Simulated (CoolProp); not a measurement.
Vinyl chloride at several states: fugacity coefficient from the reference equation and from simpler models built on Tc = 425.0 K, pc = 5.600 MPa, ω = 0.160; each cubic takes its own stable root.

Model: reference Helmholtz-energy equation of state, Thol 2022, in CoolProp.

```tsv
T (K)	p (MPa)	phase	reference	van der Waals	Redlich-Kwong
125.4	0.0446	liquid	3.989e-6	0.03329	3.389e-6
265.6	0.203	liquid	0.6226	0.9681	0.8234
204.2	0.42	liquid	0.01212	0.2768	0.01724
328.6	0.327	gas	0.9574	0.9683	0.9592
420.3	8.63	liquid	0.4556	0.5034	0.4661
207.8	0.0386	liquid	0.1678	0.9896	0.2383
```

At some of these states van der Waals gives the other phase, because its saturation line lies elsewhere.
